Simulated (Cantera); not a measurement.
A closed system holds: 1 mol C, 0.25 mol H2O, 12 mol H2, held at 2923.15 K and 13.3 mbar.

Equilibrium computed with Cantera from the NASA thermochemical tables; the gas is ideal and each condensed phase is pure. Candidate condensed phases: C, C6H6, C7H8, C8H18, H2O; 110 gas species. The numbers say what is thermodynamically allowed, not how fast it happens.

Base state: H 0.627, H2 0.341, CO 0.0136, C2H2 (acetylene) 0.00957, C3 0.00431, C2H 0.00270, C 0.00135, C2 0.000572 (mole fractions); condensed: gas only.

Task: What changes in the equilibrium state with this change: temperature from 2923.15 K to 2575 K?

Result: 
```
species             before     after
----------------  --------  --------
H2                   0.341     0.717
H                    0.627     0.254
CO                  0.0136    0.0175
C3                 0.00431  0.000116
C2H2 (acetylene)   0.00957    0.0105
C5                 3.52e-5   4.73e-7
C2                0.000572   1.08e-5
C                  0.00135   3.40e-5
CH                 4.66e-5   3.38e-6
C(graphite), mol         0     0.429
```

Task: What changes in the equilibrium state with this change: temperature from 2923.15 K to 1248.15 K?

Result: 
```
species            before     after
----------------  -------  --------
H2                  0.341     0.980
CO                 0.0136    0.0200
CH4               9.89e-8  0.000143
H                   0.627   4.01e-6
C2H2 (acetylene)  0.00957   2.39e-7
C3                0.00431     <1e-9
C2H               0.00270     <1e-9
C                 0.00135     <1e-9
C(graphite), mol        0     0.748
```
